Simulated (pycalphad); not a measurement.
CALPHAD calculation (pycalphad, COST 507 light-alloy database (1999)), 1 atm. These are 1990s assessments: newer ones move some temperatures and phases. Diffusion is slow at the low end, where real alloys seldom reach equilibrium.

Molar enthalpy of Ti-1.421B (wt.%) in equilibrium (SER reference):

| T (°C) | H (kJ/mol) | phases |
|---|---|---|
| 2577 | 104.78 | LIQUID |
| 2377 | 95.70 | LIQUID |
| 2177 | 86.63 | LIQUID |
| 1977 | 77.55 | LIQUID |
| 1777 | 68.47 | LIQUID |
| 1677 | 63.93 | LIQUID |
| 1577 | 59.41 | LIQUID |
| 1477 | 38.03 | BCC_A2 + BM |
| 1377 | 34.60 | BCC_A2 + BM |
| 1177 | 28.08 | BCC_A2 + BM |
| 977 | 21.94 | BCC_A2 + BM |
| 777 | 11.95 | HCP_A3 + BM |
| 577 | 5.56 | HCP_A3 + BM |
| 377 | -0.46 | HCP_A3 + BM |

Cooling from 1577 °C to 1477 °C, across the freezing range, releases 21.4 kJ/mol, or 468 J/g. The slope is 45 J/(mol K) in the liquid and 34 J/(mol K) just below the solidus, where it includes any heat of precipitation. Liquidus 1554 °C, solidus 1541 °C. Changes were sought between steps of 100 K, so a narrower field can be missed.

Database names, with the compositions (at.%) that they take in these runs: BM: Ti 50 B 50. BCC_A2 is bcc; HCP_A3 is hcp.
